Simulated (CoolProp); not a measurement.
Vapour-liquid equilibrium of ethylene (1) + 1-butene (2) at 189.9 K; x and y are mole fractions of (1).

Model: multi-fluid Helmholtz-energy mixture model, Smukala 2000 and Lemmon 2005; pair parameters Bell 2016, in CoolProp.

**Question.** Give the bubble pressure and the first vapour's composition at x = 0.65, 0.8, 0.95. Is there an azeotrope?

**Answer.** x = 0.65: 0.1922 MPa, y = 0.997; x = 0.8: 0.2348 MPa, y = 0.999; x = 0.95: 0.2786 MPa, y = 1.000. No azeotrope shows between x = 0.05 and 0.95.

Pair parameters are fitted to limited data, so mixtures are less certain than the pure fluids.
